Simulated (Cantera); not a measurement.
An isothermal, constant-pressure homogeneous reactor starts with 88.5 % N₂O, 11.5 % H₂O, at 1225 K and 750 Torr.

Detailed kinetics in Cantera: GRI-Mech 3.0 (53 species, 325 reactions). GRI-Mech 3.0 was tuned for natural gas; its chemistry of N2O as a main component is partial and can be far from experiment. The mechanism lacks the step 2 NO + O2 → 2 NO2, which can matter for NO2 below about 1400 K. The temperature is held fixed by assumption; the heat of reaction is taken as removed at once.

Task: Predict: x(N₂O) at 20.0 s; x(H₂O) at 20.0 s; x(N₂) at 20.0 s; x(H₂) at 20.0 s; x(NO) at 20.0 s; x(NO₂) at 20.0 s; x(O) at 20.0 s.

Result: 
```
Property                                             Value
----------------  ----------------------------------------
x(N₂O) at 20.0 s   7.20e-7 (gas-phase equilibrium 1.54e-8)
x(H₂O) at 20.0 s     0.0798 (gas-phase equilibrium 0.0798)
x(N₂) at 20.0 s        0.594 (gas-phase equilibrium 0.613)
x(H₂) at 20.0 s    3.17e-9 (gas-phase equilibrium 3.07e-9)
x(NO) at 20.0 s    0.0383 (gas-phase equilibrium 0.000253)
x(NO₂) at 20.0 s  0.000670 (gas-phase equilibrium 4.57e-6)
x(O) at 20.0 s     2.27e-8 (gas-phase equilibrium 2.35e-8)
```
